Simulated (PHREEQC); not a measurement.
A column of 0.5 m (30 cells, dispersivity 0.018 m, 720 s a shift, diffusion coefficient 3e-10 m²/s) holds 0.11 eq of the database's cation exchanger X per kg of pore water, first in equilibrium with 0.0043 mol/kgw MnCl2 and 1e-05 mol/kgw HCl. It is flushed with 0.092 mol/kgw NH4Cl, 0.0071 mol/kgw NaCl and 1e-05 mol/kgw HCl, at 15 °C. Values are for the last cell. No CO2 enters from the air. No solid was allowed to form.

The series has 31 steps of pore volumes, from 0 to 5.017.

All values are PHREEQC results (ion-association model, phreeqc.dat), not measurements.

Q: After how many pore volumes does NH4 at the outlet first reach half of its feed value?

A: By 2.2 pore volumes.

Q: After how many pore volumes does Na at the outlet first reach half of its feed value?

A: By 1.4 pore volumes.
